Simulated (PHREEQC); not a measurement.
Solution (25 °C): 0.05 mol/kgw NaH2PO4, 0.046 mol/kgw NaOH and 0.00045 mol/kgw KCl. Closed to the air; pH follows from the charge balance.

Equilibrium calculation in PHREEQC: ion-association model, phreeqc.dat.

| Quantity | Result |
|---|---|
| pH | 7.88 |
| ionic strength | 0.137 mol/kgw |
| specific conductance | 6930 µS/cm |
| density | 1.004 g/cm³ |
| total alkalinity | 46.0 meq/kg |

```tsv
species	molality	activity	log γ
Na+	0.0933	0.0716	-0.115
HPO4-2	0.0433	0.0147	-0.470
H2PO4-	0.00401	0.00308	-0.114
NaHPO4-	0.00267	0.00205	-0.114
Cl-	0.000450	0.000335	-0.129
K+	0.000438	0.000324	-0.130
KHPO4-	1.21e-5	9.29e-6	-0.114
PO4-3	7.06e-6	5.08e-7	-1.143
OH-	1.05e-6	7.75e-7	-0.132
H+	1.60e-8	1.30e-8	-0.090
H3PO4	5.73e-9	5.92e-9	0.014
```

Precipitation was switched off in this run.
